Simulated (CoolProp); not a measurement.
A Linde-Hampson liquefier for methane: isothermal reversible compression at 200 K from 1 atm to 25 MPa, throttling to 1 atm, return gas leaving the recuperator 2 K below the feed. Each further row changes one setting.

The numbers come from the reference Helmholtz-energy equation of state, Setzmann 1991 in CoolProp.

```
case                        liquid yield per pass  compression work (kJ/kg of gas)
--------------------------  ---------------------  -------------------------------
as stated                                   0.510                              443
high pressure 50 MPa                        0.478                              514
warm-end temperature 230 K                  0.404                              559
warm-end gap 7 K                            0.502                              443
```
